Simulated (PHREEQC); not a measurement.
A solution holds 0.34 mol/kgw KH2PO4, 0.0067 mol/kgw NH3 and 0.0013 mol/kgw KCl, at 55 °C. Closed to the air; pH follows from the charge balance.

Equilibrium calculation in PHREEQC: ion-association model, phreeqc.dat.

Question: The ionic strength comes out as 0.353 mol/kgw. What activity coefficients do H2PO4-, H+, Cl-, KHPO4-, K+ get?

Answer: H2PO4- 0.70, H+ 0.77, Cl- 0.66, KHPO4- 0.70, K+ 0.65.

Precipitation was switched off in this run. Species that the database lacks are ignored. At this temperature some constants are extrapolated from 25 °C, and those without enthalpy data are left unchanged.
